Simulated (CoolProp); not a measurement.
1000 sccm (0 °C, 1 atm) of nitrogen bubbles through liquid ethylbenzene at 292 K and leaves saturated at a total pressure of 0.00715 MPa (ideal gas phase). Each further row changes one setting.

Values from CoolProp's reference Helmholtz-energy equation of state, Zhou 2012.

```
case                       vapour pressure (kPa)  mole fraction of vapour  delivery (mg/min)  delivery (sccm)  change of delivery for a bath 1 K warmer (%)
-------------------------  ---------------------  -----------------------  -----------------  ---------------  --------------------------------------------
as stated                                  0.891                      [?]                675              142                                           7.1
bath temperature 297 K                       [?]                    0.167                952              201                                           7.2
total pressure 0.0143 MPa                  0.891                   0.0623                315              [?]                                           6.6
```

Q: Complete the blanks.

A: 
- as stated, mole fraction of vapour: 0.125
- bath temperature 297 K, vapour pressure (kPa): 1.20
- total pressure 0.0143 MPa, delivery (sccm): 66.5
